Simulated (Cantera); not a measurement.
Charge: 1 mol Si, 2.4 mol HCl, 77 mol H2.

Points: T (K) = 500, 575, 650, 725, 800, 875, 950, 1025, 1100, 1175, 1250; P (Pa) = 1, 3.2, 10, 32, 100, 320, 1000, 3200, 10000, 32000, 100000.

Cantera's Mixture.equilibrate('TP', solver="vcs", rtol=1e-11, max_steps=5000) on the NASA tables stopped like this:

```
ERROR: FAILURE its = 5001!

*******************************************************************************
CanteraError thrown by MultiPhase::equilibrate:
VCS solver failed. Return code: -1
*******************************************************************************
```

Question: What got this run through?

Answer: This is not unique; one that fits is The failure is numerical, not chemical. The same input converged with solver="gibbs", rtol=1e-10, max_steps=50000, and the result passed a check of the equilibrium conditions:
```
    500          1  Si(cr)
    575          1  Si(cr)
    650          1  Si(cr)
    725          1  Si(cr)
    800          1  Si(cr)
    875          1  Si(cr)
    950          1  Si(cr)
   1025          1  Si(cr)
   1100          1  Si(cr)
   1175          1  Si(cr)
   1250          1  Si(cr)
    500        3.2  Si(cr)
    575        3.2  Si(cr)
    650        3.2  Si(cr)
    725        3.2  Si(cr)
    800        3.2  Si(cr)
    875        3.2  Si(cr)
    950        3.2  Si(cr)
   1025        3.2  Si(cr)
   1100        3.2  Si(cr)
   1175        3.2  Si(cr)
   1250        3.2  Si(cr)
    500         10  Si(cr)
    575         10  Si(cr)
    650         10  Si(cr)
    725         10  Si(cr)
    800         10  Si(cr)
    875         10  Si(cr)
    950         10  Si(cr)
   1025         10  Si(cr)
   1100         10  Si(cr)
   1175         10  Si(cr)
   1250         10  Si(cr)
    500         32  Si(cr)
    575         32  Si(cr)
    650         32  Si(cr)
    725         32  Si(cr)
    800         32  Si(cr)
    875         32  Si(cr)
    950         32  Si(cr)
   1025         32  Si(cr)
   1100         32  Si(cr)
   1175         32  Si(cr)
   1250         32  Si(cr)
    500        100  Si(cr)
    575        100  Si(cr)
    650        100  Si(cr)
    725        100  Si(cr)
    800        100  Si(cr)
    875        100  Si(cr)
    950        100  Si(cr)
   1025        100  Si(cr)
   1100        100  Si(cr)
   1175        100  Si(cr)
   1250        100  Si(cr)
    500        320  Si(cr)
    575        320  Si(cr)
    650        320  Si(cr)
    725        320  Si(cr)
    800        320  Si(cr)
    875        320  Si(cr)
    950        320  Si(cr)
   1025        320  Si(cr)
   1100        320  Si(cr)
   1175        320  Si(cr)
   1250        320  Si(cr)
    500       1000  Si(cr)
    575       1000  Si(cr)
    650       1000  Si(cr)
    725       1000  Si(cr)
    800       1000  Si(cr)
    875       1000  Si(cr)
    950       1000  Si(cr)
   1025       1000  Si(cr)
   1100       1000  Si(cr)
   1175       1000  Si(cr)
   1250       1000  Si(cr)
    500       3200  Si(cr)
    575       3200  Si(cr)
    650       3200  Si(cr)
    725       3200  Si(cr)
    800       3200  Si(cr)
    875       3200  Si(cr)
    950       3200  Si(cr)
   1025       3200  Si(cr)
   1100       3200  Si(cr)
   1175       3200  Si(cr)
   1250       3200  Si(cr)
    500      1e+04  Si(cr)
    575      1e+04  Si(cr)
    650      1e+04  Si(cr)
    725      1e+04  Si(cr)
    800      1e+04  Si(cr)
    875      1e+04  Si(cr)
    950      1e+04  Si(cr)
   1025      1e+04  Si(cr)
   1100      1e+04  Si(cr)
   1175      1e+04  Si(cr)
   1250      1e+04  Si(cr)
    500    3.2e+04  Si(cr)
    575    3.2e+04  Si(cr)
    650    3.2e+04  Si(cr)
    725    3.2e+04  Si(cr)
    800    3.2e+04  Si(cr)
    875    3.2e+04  Si(cr)
    950    3.2e+04  Si(cr)
   1025    3.2e+04  Si(cr)
   1100    3.2e+04  Si(cr)
   1175    3.2e+04  Si(cr)
   1250    3.2e+04  Si(cr)
    500      1e+05  Si(cr)
    575      1e+05  Si(cr)
    650      1e+05  Si(cr)
    725      1e+05  Si(cr)
    800      1e+05  Si(cr)
    875      1e+05  Si(cr)
    950      1e+05  Si(cr)
   1025      1e+05  Si(cr)
   1100      1e+05  Si(cr)
   1175      1e+05  Si(cr)
   1250      1e+05  Si(cr)
```

The gas is ideal and each condensed phase is pure. The tables' values for SiCl3 are old estimates.
